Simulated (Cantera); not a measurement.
**Equilibrium for carbothermic reduction: CuO + CH4 + N2**

Feed: 1 mol CuO, 0.84 mol CH4, 0.1 mol N2, at 4.80 bar.

Method: chemical equilibrium by Gibbs-energy minimisation in Cantera with the NASA 1993 tables (ideal gas, pure condensed phases). Candidate condensed phases: C, C6H6, C7H8, C8H18, Cu, CuO, Cu(OH)2, Cu2O, H2O; 139 gas species. Kinetics and transport are ignored.

| T (K) | x H2 | x CO | x H2O | x N2 | x CO2 | x CH4 | n Cu(s) | n Cu(l) |
|---|---|---|---|---|---|---|---|---|
| 1148 | 0.565 | 0.287 | 0.0604 | 0.0398 | 0.0259 | 0.0225 | 1.00 | 0 |
| 1223 | 0.585 | 0.300 | 0.0512 | 0.0387 | 0.0180 | 0.00723 | 1.00 | 0 |
| 1298 | 0.591 | 0.305 | 0.0491 | 0.0383 | 0.0145 | 0.00219 | 1.00 | 0 |
| 1373 | 0.591 | 0.308 | 0.0494 | 0.0382 | 0.0125 | 0.000700 | 0 | 1.00 |
| 1448 | 0.591 | 0.309 | 0.0502 | 0.0382 | 0.0111 | 0.000247 | 0 | 1.000 |
| 1523 | 0.590 | 0.311 | 0.0512 | 0.0382 | 0.0100 | 9.65e-5 | 0 | 1.000 |
| 1598 | 0.589 | 0.311 | 0.0520 | 0.0382 | 0.00916 | 4.12e-5 | 0 | 1.000 |
| 1673 | 0.588 | 0.312 | 0.0526 | 0.0382 | 0.00844 | 1.90e-5 | 0 | 1.000 |
| 1748 | 0.588 | 0.313 | 0.0532 | 0.0382 | 0.00784 | 9.40e-6 | 0 | 1.000 |
| 1823 | 0.587 | 0.313 | 0.0537 | 0.0382 | 0.00733 | 4.94e-6 | 0 | 1.000 |
| 1898 | 0.587 | 0.314 | 0.0542 | 0.0381 | 0.00689 | 2.74e-6 | 0 | 0.999 |
x: gas mole fraction; n: condensed amount in mol.

From 1148 K to 1298 K the condensed part is Cu(s). From 1373 K to 1898 K the condensed part is Cu(l).
